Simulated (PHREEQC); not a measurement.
Synthetic water in mg/L, 92 °C, pH 6.5, pe 9.1:

| constituent | mg/L |
|---|---|
| Na | 0.00895 |
| K | 0.0619 |
| Ca | 0.0153 |
| Mg | 0.000466 |
| Cl | 0.029 |
| S(6) as SO4 | 0.0379 |
| Alkalinity as HCO3 | 0.0693 |
| O(0) (dissolved oxygen) | 5.48e-05 |

Valence states are taken as typed.

The numbers come from PHREEQC with the ion-association model, phreeqc.dat.

```json
{
  "ionic_strength": "3.87e-6 mol/kgw",
  "charge_balance_error": "0.5 %"
}
```

```tsv
species	molality	activity	log γ
K+	1.58e-6	1.58e-6	-0.001
OH-	1.35e-6	1.35e-6	-0.001
Cl-	8.18e-7	8.16e-7	-0.001
SO4-2	3.94e-7	3.90e-7	-0.005
Na+	3.89e-7	3.88e-7	-0.001
Ca+2	3.82e-7	3.78e-7	-0.005
H+	3.17e-7	3.16e-7	-0.001
HCO3-	1.01e-7	1.01e-7	-0.001
CO2	7.75e-8	7.75e-8	0.000
Mg+2	1.91e-8	1.89e-8	-0.005
O2	1.71e-9	1.71e-9	0.000
```

No solid was allowed to form. Constants without temperature data keep their 25 °C values here.
